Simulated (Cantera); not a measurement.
Gas-phase reforming

A perfectly stirred reactor is fed with CH4 : CO2 : H2 = 1 : 0.47 : 0.18 (molar parts), at 7500 Torr; it is held at 1873 K, and followed from long to short residence time.

Computed with Cantera and GRI-Mech 3.0 (53 species, 325 reactions). GRI-Mech 3.0 stops at C3 and has no aromatics, soot or wall deposition, so with more carbon than oxygen in the feed, carbon stays in small species such as C2H2 where larger ones or solid carbon would form.

```tsv
τ (s)	x CH4	x CO2	x H2	x CH2O	x C2H6	x CH2CO
0.38	0.0411	0.00223	0.562	7.94e-7	3.13e-5	7.47e-6
0.14	0.0446	0.00482	0.544	8.78e-7	3.63e-5	1.19e-5
0.055	0.0509	0.00894	0.517	1.08e-6	4.56e-5	1.97e-5
0.021	0.0625	0.0158	0.481	1.58e-6	6.54e-5	3.23e-5
0.0078	0.0841	0.0284	0.438	2.67e-6	0.000113	4.70e-5
0.0029	0.123	0.0542	0.399	4.63e-6	0.000230	5.44e-5
0.0011	0.186	0.101	0.365	7.49e-6	0.000500	4.63e-5
0.00042	0.277	0.164	0.327	1.14e-5	0.00105	2.78e-5
0.00016	0.381	0.220	0.269	1.65e-5	0.00196	1.19e-5
```
x: mole fraction; the columns are a selection and need not sum to one.
